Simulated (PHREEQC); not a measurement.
**Buffer (model solution)**

A solution holds 0.13 mol/kgw NaHCO3 and 0.0059 mol/kgw KOH, at 25 °C. Closed to the air; pH follows from the charge balance.

Computed with PHREEQC (ion-association model, phreeqc.dat).

```yaml
pH: 8.48
ionic_strength: 0.132 mol/kgw
specific_conductance: 10000 µS/cm
density: 1.005 g/cm³
total_alkalinity: 136 meq/kg
```

| species | molality | activity | log γ |
|---|---|---|---|
| Na+ | 0.122 | 0.0942 | -0.114 |
| HCO3- | 0.118 | 0.0911 | -0.113 |
| K+ | 0.00590 | 0.00439 | -0.129 |
| NaHCO3 | 0.00468 | 0.00483 | 0.013 |
| CO3-2 | 0.00362 | 0.00128 | -0.451 |
| NaCO3- | 0.00294 | 0.00225 | -0.116 |
| CO2 | 0.000665 | 0.000685 | 0.013 |
| OH- | 4.09e-6 | 3.03e-6 | -0.131 |
| (CO2)2 | 8.35e-9 | 8.61e-9 | 0.013 |
| H+ | 4.09e-9 | 3.33e-9 | -0.089 |

Precipitation was switched off in this run.
